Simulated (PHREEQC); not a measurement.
Make-up at 20 °C: 0.002 mol/kgw HF, 0.00034 mol/kgw NaF, 0.015 mol/kgw H2SiF6 and 0.00067 mol/kgw H2SO4. Closed to the air; pH follows from the charge balance.

Equilibrium calculation in PHREEQC: ion-association model, phreeqc.dat.

Precipitation was switched off in this run.

Problem. What pH, ionic strength does the model give?

Solution. pH 1.59; ionic strength 0.0449 mol/kgw.

Problem. In which forms is F present?

Solution. SiF6-2 94 %, HF 5.7 % of the F.

Examples of supersaturated solids here: Quartz (slow to form), Chalcedony (slow to form). Others may be too. SiF6-2 is the database's only silicon fluoride.
